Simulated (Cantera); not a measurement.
**Diamond growth**

A diamond (100) surface in a fixed gas of H2 with x(CH4) = 0.0044, x(CH3) = 1.9e-05, at 1375 K, 1000 Pa; coverages are run to steady state.

Detailed kinetics in Cantera: the Harris–Goodwin 1993 mechanism for the reconstructed diamond (100) surface.

```
x(H)     growth (µm/h)  θ c6HH  θ c6H*  θ c6*H   θ c6**
-------  -------------  ------  ------  ------  -------
0.0001         6.01e-5   0.694  0.0288   0.274  0.00347
0.00022       0.000344   0.571  0.0400   0.380  0.00931
0.00049        0.00155   0.470  0.0486   0.462   0.0200
0.0011         0.00518   0.404  0.0536   0.509   0.0336
0.0024          0.0123   0.369  0.0558   0.529   0.0456
0.0054          0.0228   0.351  0.0567   0.538   0.0540
0.012           0.0334   0.342  0.0571   0.542   0.0587
0.027           0.0433   0.338  0.0573   0.544   0.0610
0.06            0.0541   0.336  0.0574   0.544   0.0621
```
θ: site fractions in the mechanism's names (c6HH fully hydrogenated, c6H* and c6*H radical sites, c6** diradical, c6HM methylated).
